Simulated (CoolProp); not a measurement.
Properties of nitrous oxide along the isotherm -17.15 °C (Tc = 36.4 °C, pc = 72.45 bar, ω = 0.161).

Values from CoolProp's reference Helmholtz-energy equation of state, Lemmon 2006. It is a short technical equation, of lower accuracy than the large ones.

```json
[
 {"p (bar)": "1.58", "phase": "gas", "cp (kJ/(kg K))": "0.8481", "cv (kJ/(kg K))": "0.6478", "Joule-Thomson coefficient (K/MPa)": "15.73"},
 {"p (bar)": "2.39", "phase": "gas", "cp (kJ/(kg K))": "0.8579", "cv (kJ/(kg K))": "0.6513", "Joule-Thomson coefficient (K/MPa)": "15.82"},
 {"p (bar)": "3.6", "phase": "gas", "cp (kJ/(kg K))": "0.8737", "cv (kJ/(kg K))": "0.6569", "Joule-Thomson coefficient (K/MPa)": "15.96"},
 {"p (bar)": "5.43", "phase": "gas", "cp (kJ/(kg K))": "0.9005", "cv (kJ/(kg K))": "0.6665", "Joule-Thomson coefficient (K/MPa)": "16.15"},
 {"p (bar)": "8.19", "phase": "gas", "cp (kJ/(kg K))": "0.9490", "cv (kJ/(kg K))": "0.6839", "Joule-Thomson coefficient (K/MPa)": "16.43"},
 {"p (bar)": "12.4", "phase": "gas", "cp (kJ/(kg K))": "1.048", "cv (kJ/(kg K))": "0.7188", "Joule-Thomson coefficient (K/MPa)": "16.80"},
 {"p (bar)": "18.6", "phase": "gas", "cp (kJ/(kg K))": "1.292", "cv (kJ/(kg K))": "0.7962", "Joule-Thomson coefficient (K/MPa)": "17.25"},
 {"p (bar)": "28.1", "phase": "liquid", "cp (kJ/(kg K))": "1.992", "cv (kJ/(kg K))": "0.9096", "Joule-Thomson coefficient (K/MPa)": "0.06866"},
 {"p (bar)": "42.4", "phase": "liquid", "cp (kJ/(kg K))": "1.960", "cv (kJ/(kg K))": "0.9095", "Joule-Thomson coefficient (K/MPa)": "0.04400"},
 {"p (bar)": "64", "phase": "liquid", "cp (kJ/(kg K))": "1.919", "cv (kJ/(kg K))": "0.9097", "Joule-Thomson coefficient (K/MPa)": "0.01151"},
 {"p (bar)": "96.5", "phase": "liquid", "cp (kJ/(kg K))": "1.869", "cv (kJ/(kg K))": "0.9103", "Joule-Thomson coefficient (K/MPa)": "-0.02914"},
 {"p (bar)": "146", "phase": "liquid", "cp (kJ/(kg K))": "1.811", "cv (kJ/(kg K))": "0.9119", "Joule-Thomson coefficient (K/MPa)": "-0.07775"},
 {"p (bar)": "220", "phase": "liquid", "cp (kJ/(kg K))": "1.750", "cv (kJ/(kg K))": "0.9150", "Joule-Thomson coefficient (K/MPa)": "-0.1313"},
 {"p (bar)": "331", "phase": "liquid", "cp (kJ/(kg K))": "1.688", "cv (kJ/(kg K))": "0.9206", "Joule-Thomson coefficient (K/MPa)": "-0.1866"},
 {"p (bar)": "500", "phase": "liquid", "cp (kJ/(kg K))": "1.629", "cv (kJ/(kg K))": "0.9297", "Joule-Thomson coefficient (K/MPa)": "-0.2406"}
]
```
